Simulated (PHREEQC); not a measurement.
Consider water at 20 °C and 10 atm with 65 mmol/kgw CuCl2, 0.09 mmol/kgw HBF4 and 3.7 mmol/kgw KCl. Closed to the air; pH follows from the charge balance.

The numbers come from PHREEQC with the ion-association model, phreeqc.dat.

Precipitation was switched off in this run.

Problem. Order these F species by the share of F that they hold, largest first: F-, HF, CuF+.

Solution. F- (64 %), CuF+ (21 %), HF (15 %)

Problem. Order these Cu species by the share of Cu that they hold, largest first: CuF+, CuCl2, Cu+2, CuCl+.

Solution. Cu+2 (91 %), CuCl+ (8.2 %), CuCl2 (0.27 %), CuF+ (0.12 %)

The pH is 3.61 and the ionic strength 0.188 mol/kgw. Real BF4- forms and hydrolyses slowly; the run takes it at equilibrium.
